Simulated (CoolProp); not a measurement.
Values from CoolProp's reference Helmholtz-energy equation of state, McLinden 2015.

Question: For the fluoroketone C6F12O (FK-5-1-12), give the phase and the Z, cv (kJ/(kg K)), speed of sound (m/s), fugacity coefficient at 150.45 °C and 2.42 MPa; 196.25 °C and 2.42 MPa.

Answer: 
- 150.45 °C and 2.42 MPa: liquid; Z 0.194, cv 1.01, speed of sound 167, fugacity coefficient 0.429
- 196.25 °C and 2.42 MPa: supercritical; Z 0.505, cv 1.07, speed of sound 61.2, fugacity coefficient 0.663
